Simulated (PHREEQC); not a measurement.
Solution (25 °C): 0.011 mol/kgw HNO3, 0.0068 mol/kgw CuSO4 and 0.0009 mol/kgw CuCl2. Closed to the air; pH follows from the charge balance.

Computed with PHREEQC (ion-association model, phreeqc.dat).

**Question.** The ionic strength comes out as 0.0320 mol/kgw. What activity coefficients do H+, HSO4-, SO4-2, CuCl+, Cl- get?

**Answer.** H+ 0.87, HSO4- 0.85, SO4-2 0.52, CuCl+ 0.84, Cl- 0.84.

Precipitation was switched off in this run. Species that the database lacks are ignored.
